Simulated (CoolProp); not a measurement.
Vapour-liquid equilibrium of R22 (1) + R11 (2) at 290.2 K; x and y are mole fractions of (1).

The numbers come from the multi-fluid Helmholtz-energy mixture model, Kamei 1995 and Jacobsen 1992; pair parameters Bell 2016 in CoolProp.

Task: Give the bubble pressure and the first vapour's composition at x = 0.05, 0.35, 0.8. Is there an azeotrope?

Result: x = 0.05: 136.9 kPa, y = 0.435; x = 0.35: 397.6 kPa, y = 0.844; x = 0.8: 690.6 kPa, y = 0.960. No azeotrope shows between x = 0.05 and 0.95.

Pair parameters are fitted to limited data, so mixtures are less certain than the pure fluids.
